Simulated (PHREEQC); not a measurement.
Dissolve 0.0086 mol/kgw PbCl2 at 25 °C. Closed to the air; pH follows from the charge balance.

All values are PHREEQC results (ion-association model, phreeqc.dat), not measurements.

Each row changes one thing in this solution. No solid was allowed to form.

| case | pH | ionic strength (mol/kgw) | Cl- (mol/kgw) |
|---|---|---|---|
| as made | 5.02 | 0.0214 | 0.0150 |
| PbCl2 from 0.0086 to 0.00774 mol/kgw | 5.04 | 0.0195 | 0.0136 |
| PbCl2 replaced by HCl at the same molality | 2.10 | 0.00860 | 0.00860 |
| PbCl2 from 0.0086 to 0.00946 mol/kgw | 5.00 | 0.0233 | 0.0163 |
| PbCl2 replaced by ZnCl2 at the same molality | 5.57 | 0.0254 | 0.0170 |
| PbCl2 from 0.0086 to 0.00086 mol/kgw | 5.44 | 0.00249 | 0.00168 |
| temperature from 25 to 50 °C | 5.06 | 0.0196 | 0.0141 |
| 0.0022 mol/kgw KCl added | 5.03 | 0.0232 | 0.0170 |
| PbCl2 from 0.0086 to 0.0129 mol/kgw | 4.95 | 0.0305 | 0.0217 |

Some of these states are supersaturated (in Pb(OH)2, for instance). At this temperature some constants are extrapolated from 25 °C, and those without enthalpy data are left unchanged.
